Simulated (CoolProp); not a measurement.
A single-stage vapour-compression cycle with R21: evaporating at 253.15 K (dew point), condensing at 312.15 K (bubble point), superheat 2 K, subcooling 0 K, compressor efficiency 0.85, no pressure losses. Each further row changes one setting.

Model: reference Helmholtz-energy equation of state, Platzer 1990, in CoolProp. This equation is an older, rougher fit; its heat capacities, sound speeds and derivatives of the liquid may be far off and weren't checked against measurements.

| case | cooling COP | pressure ratio | discharge temperature (K) | refrigerating effect (kJ/kg) | volumetric capacity (kJ/m³) |
|---|---|---|---|---|---|
| as stated | 3.01 | 10.1 | 366.9 | 194 | 272 |
| evaporating temperature 258.15 K | [?] | [?] | 360.5 | [?] | 346 |
| condensing temperature 307.15 K | 3.35 | 8.61 | 358.7 | 200 | 280 |
| subcooling 5 K | 3.10 | 10.1 | 366.9 | 200 | 280 |
| superheat 12 K | [?] | 10.1 | 378.8 | 200 | [?] |
| compressor efficiency 0.75 | 2.66 | 10.1 | [?] | 194 | 272 |

Complete the blanks.


- evaporating temperature 258.15 K, cooling COP: 3.42
- evaporating temperature 258.15 K, pressure ratio: 7.89
- evaporating temperature 258.15 K, refrigerating effect (kJ/kg): 197
- superheat 12 K, cooling COP: 2.99
- superheat 12 K, volumetric capacity (kJ/m³): 269
- compressor efficiency 0.75, discharge temperature (K): 379.3
